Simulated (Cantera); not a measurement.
A perfectly stirred reactor is fed with CH4 : CO2 = 1 : 2.3 (molar parts), at 760 Torr; it is held at 1275 K, and followed from long to short residence time.

Model: GRI-Mech 3.0 (53 species, 325 reactions), integrated in Cantera.

What does this change do: temperature 1275 to 2050 K?


```json
[
 {"quantity": "x(CH4) at τ = 1.50 s", "before": "0.300", "after": "0.000279"},
 {"quantity": "x(CO2) at τ = 1.50 s", "before": "0.696", "after": "0.0846"},
 {"quantity": "x(H2O) at τ = 1.50 s", "before": "0.000192", "after": "0.161"},
 {"quantity": "x(CO) at τ = 1.50 s", "before": "0.000202", "after": "0.538"},
 {"quantity": "x(CH2) at τ = 1.50 s", "before": "3.77e-12", "after": "1.35e-7"},
 {"quantity": "x(CH4) at τ = 17.0 ms", "before": "0.303", "after": "0.00875"},
 {"quantity": "x(CO2) at τ = 17.0 ms", "before": "0.697", "after": "0.119"},
 {"quantity": "x(H2O) at τ = 17.0 ms", "before": "1.67e-7", "after": "0.182"},
 {"quantity": "x(CO) at τ = 17.0 ms", "before": "1.80e-7", "after": "0.493"},
 {"quantity": "x(CH2) at τ = 17.0 ms", "before": "<1e-12", "after": "4.86e-6"}
]
```
